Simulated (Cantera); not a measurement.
**Equilibrium for sublimation and decomposition of ceramics: TiC + H2**

Input: 1 mol TiC, 0.25 mol H2, equilibrated at 11000 Pa.

Cantera equilibrium calculation (NASA polynomials, part measured and part estimated; ideal gas, pure solids and liquids). Candidate condensed phases: C, C6H6, C7H8, C8H18, Ti, TiC; 77 gas species. TiC: taken at fixed stoichiometry. Equilibrium is a limit: real reactors are often held back by kinetics, nucleation or transport.

From 1427 °C to 2627 °C the condensed part is TiC(s). The main Ti-bearing gas is Ti throughout.

| T (°C) | x H2 | x H | x Ti | x C2H2 (acetylene) | n TiC(s) |
|---|---|---|---|---|---|
| 1427 | 1.000 | 0.000444 | 2.99e-8 | 4.45e-12 | 1.00 |
| 1627 | 0.998 | 0.00239 | 2.46e-7 | 5.11e-9 | 1.00 |
| 1827 | 0.991 | 0.00935 | 2.11e-6 | 6.16e-7 | 1.000 |
| 2027 | 0.971 | 0.0288 | 2.19e-5 | 1.00e-5 | 1.000 |
| 2227 | 0.927 | 0.0730 | 0.000171 | 8.30e-5 | 1.000 |
| 2427 | 0.841 | 0.157 | 0.000976 | 0.000472 | 1.000 |
| 2627 | 0.703 | 0.291 | 0.00430 | 0.00196 | 0.999 |
x: gas mole fraction; n: condensed amount in mol.
